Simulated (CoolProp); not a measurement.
Vapour-liquid equilibrium of C2F6 (R116) (1) + R143a (2) at 0.054 MPa; x and y are mole fractions of (1).

Computed with CoolProp (multi-fluid Helmholtz-energy mixture model, Lemmon 2006 and Lemmon and Jacobsen 2000; pair parameters Bell 2016).

| x | bubble temperature (°C) | y at the bubble point | dew temperature at overall composition x (°C) | liquid density (mol/L) |
|---|---|---|---|---|
| 0.05 | -69.5 | 0.450 | -60.6 | [?] |
| 0.2 | -82.1 | 0.783 | -63.5 | 14.15 |
| 0.35 | -85.8 | 0.847 | [?] | 13.70 |
| 0.5 | -87.0 | 0.869 | -71.0 | 13.22 |
| 0.65 | -87.7 | [?] | -76.1 | 12.78 |
| 0.8 | -88.3 | 0.905 | -83.0 | 12.39 |
| 0.95 | -88.9 | [?] | -88.8 | 12.07 |

Task: Complete the blanks.

Result: 
- 0.05, liquid density (mol/L): 14.37
- 0.35, dew temperature at overall composition x (°C): -66.9
- 0.65, y at the bubble point: 0.883
- 0.95, y at the bubble point: 0.962

No azeotrope shows between x = 0.05 and 0.95.

Pair parameters are fitted to limited data, so mixtures are less certain than the pure fluids. With so large a gap from Raoult's law the liquid may split in two, which this calculation doesn't test in full.
